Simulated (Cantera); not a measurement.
Input: 1 mol Si, 1.5 mol NF₃, held at 50.3 Torr.

Equilibrium computed with Cantera from the NASA thermochemical tables; the gas is ideal and each condensed phase is pure. Candidate condensed phases: Si, Si₃N₄; 16 gas species. Kinetics and transport are ignored.

At 625 K, list the 5 most abundant gas species with their mole fractions, and the condensed phases.

SiF₄ 0.543, N₂ 0.364, NF₃ 0.0868, F₂ 0.00563, F 7.81e-5. Condensed: gas only.
